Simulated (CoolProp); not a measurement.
Vapour-liquid equilibrium of carbon dioxide (1) + R124 (2) at 241.7 K; x and y are mole fractions of (1).

Computed with CoolProp (multi-fluid Helmholtz-energy mixture model, Span 1996 and de Vries 1995; pair parameters Bell 2016).

| x | bubble pressure (MPa) | y at the bubble point | dew pressure at overall composition x (MPa) | liquid density (mol/L) |
|---|---|---|---|---|
| 0.05 | 0.1077 | 0.625 | 0.04357 | 11.56 |
| 0.15 | 0.2301 | 0.835 | 0.04864 | 12.32 |
| 0.25 | 0.3453 | 0.897 | 0.05502 | 13.16 |
| 0.35 | 0.4592 | 0.929 | 0.06331 | 14.11 |
| 0.45 | 0.5762 | 0.950 | 0.07451 | 15.18 |
| 0.55 | 0.6994 | 0.964 | 0.09050 | 16.39 |
| 0.65 | 0.8310 | 0.975 | 0.1152 | 17.77 |
| 0.75 | 0.9722 | 0.984 | 0.1581 | 19.36 |
| 0.85 | 1.123 | 0.992 | 0.2509 | 21.20 |
| 0.95 | 1.280 | 0.997 | 0.5790 | 23.36 |

No azeotrope shows between x = 0.05 and 0.95.

Pair parameters are fitted to limited data, so mixtures are less certain than the pure fluids.
